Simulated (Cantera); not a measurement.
What does this Cantera script print?

```python
import numpy as np
import cantera as ct

gas_names = """
    CL CLO CL2 Fe FeCL FeCL2 FeCL3 FeO Fe2CL4 Fe2CL6 N NO NO2 NO3 N2 N2O O O2 O3
""".split()
cond_names = """
    Fe(a) Fe(c) Fe(d) Fe(L) FeCL2(s) FeCL2(L) FeCL3(s) FeCL3(L) FeO(s) FeO(L) Fe2O3(s) Fe3O4(s)
""".split()


# ... load() reads the species with a 1 bar reference pressure and builds the phases ...
atoms = {
    'Fe2O3': {'Fe': 2, 'O': 3},
    'Cl2': {'CL': 2},
    'N2': {'N': 2},
}
top_T = {'Fe2O3(s)': 1830, 'Fe3O4(s)': 1870}  # K; cautious upper limits of use, not melting points


# ... equilibrate(T, P, feed) seeds the gas with the atoms and calls Mixture.equilibrate('TP', solver="vcs", rtol=1e-11, max_steps=5000) ...
results = []
feed = {'Fe2O3': 1, 'Cl2': 1.3, 'N2': 0.83}  # mol
P = 1333.22  # Pa
for T in [1348, 1398, 1448, 1498, 1548, 1598, 1648, 1698, 1748]:
    mix = equilibrate(T, P, feed)
    results.append((T, P, feed, dict(zip(mix.species_names, mix.species_moles))))

top = {s: max(r[3][s] / sum(r[3][g] for g in gas_names) for r in results) for s in gas_names}
cols = sorted((s for s in top if top[s] > 0.001), key=lambda s: -top[s])[:9]
seen = [c for c in cond_names if any(r[3].get(c, 0) > 1e-12 for r in results)]
print("log10 of partial pressures in bar; condensed amounts in mol")
print(f"{'T/K':>10s}" + "".join(f"{s[:9]:>10s}" for s in cols + seen))
for T, P, feed, n in results:
    ng = sum(n[g] for g in gas_names)
    print(f"{T:10.4g}" + "".join(f"{np.log10(max(n[s] / ng * P / 1e5, 1e-99)):10.3f}" for s in cols)
          + "".join(f"{n.get(c, 0):10.4g}" for c in seen))
```

Result:

```
log10 of partial pressures in bar; condensed amounts in mol
       T/K     FeCL2        N2        O2       CL2        CL     FeCL3        NO  Fe2O3(s)  Fe3O4(s)
      1348    -2.503    -2.393    -2.504    -2.886    -3.170    -2.985    -5.330    0.5713         0
      1398    -2.415    -2.415    -2.469    -3.115    -3.110    -3.164    -5.196    0.5115         0
      1448    -2.362    -2.430    -2.448    -3.365    -3.073    -3.378    -5.075    0.4686         0
      1498    -2.346    -2.450    -2.412    -3.610    -3.044    -3.617    -4.957         0    0.2971
      1548    -2.333    -2.455    -2.410    -3.828    -3.011    -3.837    -4.855         0    0.2892
      1598    -2.326    -2.458    -2.409    -4.038    -2.983    -4.052    -4.760         0    0.2854
      1648    -2.324    -2.461    -2.410    -4.240    -2.959    -4.259    -4.671         0     0.284
      1698    -2.323    -2.462    -2.412    -4.431    -2.937    -4.457    -4.587         0     0.284
      1748    -2.324    -2.464    -2.414    -4.613    -2.916    -4.646    -4.509         0    0.2848
```

These are equilibrium values from Cantera (NASA tables, ideal gas, pure condensed phases), not measurements of a reactor.
